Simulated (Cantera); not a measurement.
An isothermal, constant-pressure homogeneous reactor starts with NO : N2 = 1 : 3 (molar parts), at 2100 K and 0.410 bar. Integrator tolerance rtol = 1e-08.

Model: GRI-Mech 3.0 (53 species, 325 reactions), integrated in Cantera.

### Question
What does this change do: NO 1 to 0.13 parts?

### Answer
```
quantity                                             before                                      after
----------------  -----------------------------------------  -----------------------------------------
x(NO) at 1.00 s      0.0791 (gas-phase equilibrium 0.00796)     0.0307 (gas-phase equilibrium 0.00334)
x(N2) at 1.00 s         0.835 (gas-phase equilibrium 0.871)        0.964 (gas-phase equilibrium 0.977)
x(O2) at 1.00 s        0.0850 (gas-phase equilibrium 0.121)     0.00532 (gas-phase equilibrium 0.0189)
x(NO2) at 1.00 s    4.75e-5 (gas-phase equilibrium 5.67e-6)    4.82e-6 (gas-phase equilibrium 9.44e-7)
x(N2O) at 1.00 s    2.93e-6 (gas-phase equilibrium 2.99e-7)    5.29e-7 (gas-phase equilibrium 1.33e-7)
x(O) at 1.00 s    0.000645 (gas-phase equilibrium 0.000758)  0.000169 (gas-phase equilibrium 0.000301)
```
